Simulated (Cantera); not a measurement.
Feed: 1 mol Si2H6, 1.4 mol CO2, held at 14.0 Pa.

Cantera equilibrium calculation (NASA polynomials, part measured and part estimated; ideal gas, pure solids and liquids). Candidate condensed phases: C, C6H6, C7H8, C8H18, H2O, Si, SiC, SiO2; 123 gas species. The feed counts by its element totals alone. Mutual solubility and eutectic melting of coexisting phases are not modelled. The tables hold silica as quartz up to 1696 K and as liquid above; real silica turns to tridymite and cristobalite and melts near 1996 K. The numbers say what is thermodynamically allowed, not how fast it happens.

Q: Which condensed phases are stable at each of these points (T (K)): 1273, 1323, 1373, 1423, 1473, 1523, 1573, 1623, 1673, 1723?

A: 
| T (K) | condensed phases | Si condensed (%) |
|---|---|---|
| 1273 | SiC(s) + SiO2(β-quartz) | 99.4 |
| 1323 | SiC(s) + SiO2(β-quartz) | 96.6 |
| 1373 | SiC(s) + SiO2(β-quartz) | 81.7 |
| 1423 | SiC(s) | 15.0 |
| 1473 | SiC(s) | 15.0 |
| 1523 | SiC(s) | 15.0 |
| 1573 | SiC(s) | 15.0 |
| 1623 | SiC(s) | 15.0 |
| 1673 | SiC(s) | 14.9 |
| 1723 | SiC(s) | 14.7 |

From 1273 K to 1373 K the condensed part is SiC(s) + SiO2(β-quartz). From 1423 K to 1723 K the condensed part is SiC(s).
